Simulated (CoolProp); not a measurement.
Vapour-liquid equilibrium of n-octane (1) + n-dodecane (2) at 0.889 bar; x and y are mole fractions of (1).

Model: multi-fluid Helmholtz-energy mixture model, Beckmüller 2019 and Lemmon 2004; pair parameters Bell 2016, in CoolProp.

```tsv
x	bubble temperature (°C)	y at the bubble point	dew temperature at overall composition x (°C)	liquid density (mol/L)
0.05	201.1	0.245	209.0	3.616
0.2	176.9	0.663	203.0	3.899
0.35	159.5	0.839	196.2	4.168
0.5	146.6	0.920	188.1	4.435
0.65	136.7	0.961	178.0	4.707
0.8	129.0	0.983	164.1	4.989
0.95	122.8	0.997	139.7	5.286
```

No azeotrope shows between x = 0.05 and 0.95.

Pair parameters are fitted to limited data, so mixtures are less certain than the pure fluids.
